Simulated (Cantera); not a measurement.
Cantera run:

```python
import numpy as np
import cantera as ct

gas_names = """
    Fe FeO Fe(OH)2 H HNO HNO2 HNO3 HO2 H2 H2O H2O2 N NH NH2 NH3 NH2OH NO NO2 NO3 N2 N2H2 N2H4 N2O O OH
    O2 O3
""".split()
cond_names = """
    Fe(a) Fe(c) Fe(d) Fe(L) FeO(s) FeO(L) Fe(OH)2(s) Fe(OH)3(s) Fe2O3(s) Fe3O4(s) H2O(s) H2O(L)
""".split()


# ... load() reads the species with a 1 bar reference pressure and builds the phases ...
atoms = {
    'Fe3O4': {'Fe': 3, 'O': 4},
    'H2': {'H': 2},
    'N2': {'N': 2},
}
top_T = {'Fe2O3(s)': 1830, 'Fe3O4(s)': 1870}  # K; cautious upper limits of use, not melting points


# ... equilibrate(T, P, feed) seeds the gas with the atoms and calls Mixture.equilibrate('TP', solver="vcs", rtol=1e-11, max_steps=5000) ...
results = []
feed = {'Fe3O4': 1, 'H2': 2600, 'N2': 26}  # mol
P = 460000  # Pa
for T in [798, 998, 1198, 1398, 1598, 1798, 1998, 2198]:
    mix = equilibrate(T, P, feed)
    results.append((T, P, feed, dict(zip(mix.species_names, mix.species_moles))))
    x = sorted(zip(gas.X, gas.species_names), reverse=True)
    print(f"T = {T:g} K  P = {P:g} Pa  gas = {mix.phase_moles(0):.4g} mol")
    print("   x: " + "  ".join(f"{s} {v:.3e}" for v, s in x if v > 0.001))
    print("   condensed (mol): " + ("  ".join(f"{mix.phase(i).name} {mix.phase_moles(i):.4g}"
          for i in range(1, mix.n_phases) if mix.phase_moles(i) > 1e-12) or "none"))
```

Result:

```
T = 798 K  P = 460000 Pa  gas = 2623 mol
   x: H2 9.879e-01  N2 9.251e-03  H2O 1.525e-03  NH3 1.325e-03
   condensed (mol): Fe(a) 3
T = 998 K  P = 460000 Pa  gas = 2625 mol
   x: H2 9.884e-01  N2 9.772e-03  H2O 1.524e-03
   condensed (mol): Fe(a) 3
T = 1198 K  P = 460000 Pa  gas = 2626 mol
   x: H2 9.885e-01  N2 9.859e-03  H2O 1.523e-03
   condensed (mol): Fe(c) 3
T = 1398 K  P = 460000 Pa  gas = 2626 mol
   x: H2 9.886e-01  N2 9.882e-03  H2O 1.523e-03
   condensed (mol): Fe(c) 3
T = 1598 K  P = 460000 Pa  gas = 2626 mol
   x: H2 9.885e-01  N2 9.891e-03  H2O 1.523e-03
   condensed (mol): Fe(c) 2.999
T = 1798 K  P = 460000 Pa  gas = 2626 mol
   x: H2 9.884e-01  N2 9.894e-03  H2O 1.523e-03
   condensed (mol): Fe(d) 2.984
T = 1998 K  P = 460000 Pa  gas = 2627 mol
   x: H2 9.878e-01  N2 9.892e-03  H2O 1.522e-03
   condensed (mol): Fe(L) 2.796
T = 2198 K  P = 460000 Pa  gas = 2631 mol
   x: H2 9.854e-01  N2 9.879e-03  H 2.577e-03  H2O 1.520e-03
   condensed (mol): Fe(L) 1.442
```

Method: chemical equilibrium by Gibbs-energy minimisation in Cantera with the NASA 1993 tables (ideal gas, pure condensed phases). Condensed phases not in the tables: Fe4N.
